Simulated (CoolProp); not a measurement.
Vapour-liquid equilibrium of carbon dioxide (1) + CH3F (R41) (2) at 228 K; x and y are mole fractions of (1).

Computed with CoolProp (multi-fluid Helmholtz-energy mixture model, Span 1996 and Lemmon 2006; pair parameters Bell 2016).

| x | bubble pressure (kPa) | y at the bubble point | dew pressure at overall composition x (kPa) | liquid density (mol/L) |
|---|---|---|---|---|
| 0.05 | 488.9 | 0.079 | 482.6 | 23.80 |
| 0.2 | … | 0.285 | 516.7 | 24.08 |
| 0.35 | … | 0.460 | 554.6 | … |
| 0.5 | … | 0.614 | 597.4 | 24.70 |
| 0.65 | 687.3 | 0.751 | 647.4 | 25.04 |
| 0.8 | 744.4 | … | 709.0 | 25.38 |
| 0.95 | 805.8 | 0.971 | 791.4 | 25.71 |

Question: What belongs in the gaps?

Answer: 
- 0.2, bubble pressure (kPa): 537.6
- 0.35, bubble pressure (kPa): 585.4
- 0.35, liquid density (mol/L): 24.38
- 0.5, bubble pressure (kPa): 634.7
- 0.8, y at the bubble point: 0.871

No azeotrope shows between x = 0.05 and 0.95.

Pair parameters are fitted to limited data, so mixtures are less certain than the pure fluids.
